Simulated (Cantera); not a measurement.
A closed system holds: 1 mol Si3N4, a varied amount of O2, 340 mol H2, at 13.3 mbar.

Method: chemical equilibrium by Gibbs-energy minimisation in Cantera with the NASA 1993 tables (ideal gas, pure condensed phases). Candidate condensed phases: H2O, Si, SiO2, Si2N2O, Si3N4; 35 gas species. Mutual solubility and eutectic melting of coexisting phases are not modelled. The numbers say what is thermodynamically allowed, not how fast it happens.

What condenses at these points (T in K, n(O2) in mol): (1350, 0.074); (900, 0.16); (1400, 0.074); (1400, 0.017); (1250, 0.1)?


```tsv
T (K)	n(O2) in mol	condensed phases	Si condensed (%)
1350	0.074	Si2N2O + Si3N4	100.0
900	0.16	Si2N2O + Si3N4	100.0
1400	0.074	Si + Si2N2O + Si3N4	99.9
1400	0.017	Si + Si2N2O + Si3N4	99.9
1250	0.1	Si2N2O + Si3N4	100.0
```
